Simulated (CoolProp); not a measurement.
Vapour-liquid equilibrium of n-octane (1) + o-xylene (2) at 457.2 K; x and y are mole fractions of (1).

The numbers come from the multi-fluid Helmholtz-energy mixture model, Beckmüller 2019 and Zhou 2012; pair parameters Bell 2016 in CoolProp.

| x | bubble pressure, mixture model (MPa) | bubble pressure, Raoult's law (MPa) | y, mixture model | y, Raoult's law |
|---|---|---|---|---|
| 0.05 | ? | 0.2680 | 0.077 | 0.075 |
| 0.2 | 0.2933 | 0.2894 | ? | 0.279 |
| 0.35 | ? | 0.3109 | 0.446 | 0.455 |
| 0.5 | 0.3374 | 0.3324 | 0.594 | 0.608 |
| 0.65 | ? | 0.3539 | 0.726 | 0.742 |
| 0.8 | 0.3780 | 0.3754 | ? | 0.861 |
| 0.95 | 0.3975 | 0.3968 | 0.963 | 0.967 |

Problem. Complete the blanks.

Solution. 
- 0.05, bubble pressure, mixture model (MPa): 0.2692
- 0.2, y, mixture model: 0.277
- 0.35, bubble pressure, mixture model (MPa): 0.3160
- 0.65, bubble pressure, mixture model (MPa): 0.3580
- 0.8, y, mixture model: 0.848

The largest gap from Raoult's law is +1.6 % in bubble pressure, at x = 0.35. No azeotrope shows between x = 0.05 and 0.95.

The pair parameters rest on a limited set of measurements; away from them the model extrapolates.
